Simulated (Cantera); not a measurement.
An adiabatic, constant-volume homogeneous reactor starts with CH4 : CO : O2 : N2 = 1 : 0.51 : 1.13 : 6.99 (molar parts), equivalence ratio 2.0, at 1773 K and 0.237 atm. Integrator tolerance rtol = 1e-08.

Model: GRI-Mech 3.0 (53 species, 325 reactions), integrated in Cantera.

What does this change do: O2 1.13 to 0.68 parts?


```csv
quantity,before,after
time of steepest temperature rise,0.718 ms,1.12 ms
temperature at 0.400 s,2662 K,2212 K
equilibrium temperature,2662 K,2212 K
x(CH4) at 0.400 s,<1e-12 (gas-phase equilibrium <1e-12),2.88e-11 (gas-phase equilibrium 3.08e-11)
x(CO) at 0.400 s,0.122 (gas-phase equilibrium 0.122),0.139 (gas-phase equilibrium 0.139)
x(O2) at 0.400 s,0.000445 (gas-phase equilibrium 0.000445),1.53e-7 (gas-phase equilibrium 1.53e-7)
x(CH3) at 0.400 s,1.00e-12 (gas-phase equilibrium 1.15e-12),1.43e-11 (gas-phase equilibrium 1.52e-11)
x(CH2) at 0.400 s,<1e-12 (gas-phase equilibrium <1e-12),<1e-12 (gas-phase equilibrium <1e-12)
```

What does this change do: pressure from 0.237 atm to 15.8 atm?


```
quantity                                                              before                                      after
---------------------------------  -----------------------------------------  -----------------------------------------
time of steepest temperature rise                                   0.718 ms                                    24.1 µs
temperature at 0.400 s                                                2662 K                                     2853 K
equilibrium temperature                                               2662 K                                     2853 K
x(CH4) at 0.400 s                      <1e-12 (gas-phase equilibrium <1e-12)  6.40e-10 (gas-phase equilibrium 7.13e-10)
x(CO) at 0.400 s                         0.122 (gas-phase equilibrium 0.122)        0.124 (gas-phase equilibrium 0.124)
x(O2) at 0.400 s                   0.000445 (gas-phase equilibrium 0.000445)    3.13e-5 (gas-phase equilibrium 3.13e-5)
x(CH3) at 0.400 s                  1.00e-12 (gas-phase equilibrium 1.15e-12)  6.58e-10 (gas-phase equilibrium 7.33e-10)
x(CH2) at 0.400 s                      <1e-12 (gas-phase equilibrium <1e-12)  7.53e-11 (gas-phase equilibrium 8.18e-11)
```
The pressure lies above the range GRI-Mech 3.0 was tuned for (to about 10 atm).

What does this change do: pressure from 0.237 atm to 0.987 atm?


```csv
quantity,before,after
time of steepest temperature rise,0.718 ms,0.203 ms
temperature at 0.400 s,2662 K,2746 K
equilibrium temperature,2662 K,2746 K
x(CH4) at 0.400 s,<1e-12 (gas-phase equilibrium <1e-12),3.11e-12 (gas-phase equilibrium 3.52e-12)
x(CO) at 0.400 s,0.122 (gas-phase equilibrium 0.122),0.123 (gas-phase equilibrium 0.123)
x(O2) at 0.400 s,0.000445 (gas-phase equilibrium 0.000445),0.000215 (gas-phase equilibrium 0.000215)
x(CH3) at 0.400 s,1.00e-12 (gas-phase equilibrium 1.15e-12),9.29e-12 (gas-phase equilibrium 1.05e-11)
x(CH2) at 0.400 s,<1e-12 (gas-phase equilibrium <1e-12),3.06e-12 (gas-phase equilibrium 3.23e-12)
```
